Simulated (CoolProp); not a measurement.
Properties of R113 at several states.

Computed with CoolProp (reference Helmholtz-energy equation of state, Marx 1992).

| T (K) | p (bar) | phase | cp (kJ/(kg K)) | cv (kJ/(kg K)) | expansivity (1/kK) | fugacity coefficient |
|---|---|---|---|---|---|---|
| 371.9 | 0.146 | gas | 0.7200 | 0.6749 | 2.719 | 0.9965 |
| 465.4 | 6.14 | gas | 0.8121 | 0.7492 | 2.771 | 0.9299 |
| 304 | 0.871 | liquid | 0.9234 | 0.6747 | 1.556 | 0.6289 |
| 399.3 | 0.209 | gas | 0.7420 | 0.6968 | 2.536 | 0.9961 |
